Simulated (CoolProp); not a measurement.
Vapour-liquid equilibrium of ethylene (1) + isobutane (2) at -83.55 °C; x and y are mole fractions of (1).

Values from CoolProp's multi-fluid Helmholtz-energy mixture model, Smukala 2000 and Bücker 2006; pair parameters Bell 2016.

| x | bubble pressure (MPa) | y at the bubble point | dew pressure at overall composition x (MPa) | liquid density (mol/L) |
|---|---|---|---|---|
| 0.05 | 0.01334 | 0.877 | 0.001795 | 11.76 |
| 0.15 | 0.03794 | 0.961 | 0.002005 | 12.33 |
| 0.25 | 0.06428 | 0.979 | 0.002270 | 12.94 |
| 0.35 | 0.09223 | 0.987 | 0.002616 | 13.59 |
| 0.45 | 0.1215 | 0.992 | 0.003087 | 14.30 |
| 0.55 | 0.1517 | 0.995 | 0.003764 | 15.06 |
| 0.65 | 0.1824 | 0.996 | 0.004821 | 15.88 |
| 0.75 | 0.2132 | 0.998 | 0.006702 | 16.75 |
| 0.85 | 0.2439 | 0.999 | 0.01099 | 17.68 |
| 0.95 | 0.2745 | 1.000 | 0.03058 | 18.66 |

No azeotrope shows between x = 0.05 and 0.95.

The pair parameters rest on a limited set of measurements; away from them the model extrapolates.
